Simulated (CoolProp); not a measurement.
Vapour-liquid equilibrium of n-butane (1) + acetone (2) at 80.4 kPa; x and y are mole fractions of (1).

Model: multi-fluid Helmholtz-energy mixture model, Bücker 2006 and Lemmon 2006; pair parameters Bell 2016, in CoolProp.

Task: Give the bubble temperature and the first vapour's composition at x = 0.35, 0.65, 0.8. Is there an azeotrope?

Result: x = 0.35: -3.1 °C, y = 0.918; x = 0.65: -4.1 °C, y = 0.924; x = 0.8: -4.7 °C, y = 0.933. No azeotrope shows between x = 0.05 and 0.95.

Pair parameters are fitted to limited data, so mixtures are less certain than the pure fluids. With so large a gap from Raoult's law the liquid may split in two, which this calculation doesn't test in full.
